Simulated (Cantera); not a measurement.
## Thermodynamics of boron, boron nitride and boron oxide, feed BF3 + H2O + O2

Charge: 1 mol BF3, 0.53 mol H2O, 1.5 mol O2, held at 248 Torr.

These are equilibrium values from Cantera (NASA tables, ideal gas, pure condensed phases), not measurements of a reactor. Candidate condensed phases: B, B2O3, B3O3H3, H2O; 43 gas species. Gases not in the tables: H3BO3. Rates play no part.

From 975 K to 1875 K nothing is condensed.

```
T (K)   x O2   x HF  x BF3     x BOF    x H2O  x B3O3F3    x HBO2
-----  -----  -----  -----  --------  -------  --------  --------
975    0.486  0.114  0.267   3.21e-5    0.114    0.0184   7.40e-6
1125   0.483  0.147  0.249  0.000718   0.0968    0.0239  0.000127
1275   0.478  0.176  0.231   0.00737   0.0804    0.0262   0.00102
1425   0.464  0.201  0.211    0.0397   0.0613    0.0183   0.00398
1575   0.442  0.234  0.180    0.0980   0.0365   0.00350   0.00539
1725   0.429  0.269  0.153     0.129   0.0159  0.000222   0.00284
1875   0.424  0.287  0.140     0.141  0.00590   1.46e-5   0.00114
```
x: gas mole fraction; nothing condenses.
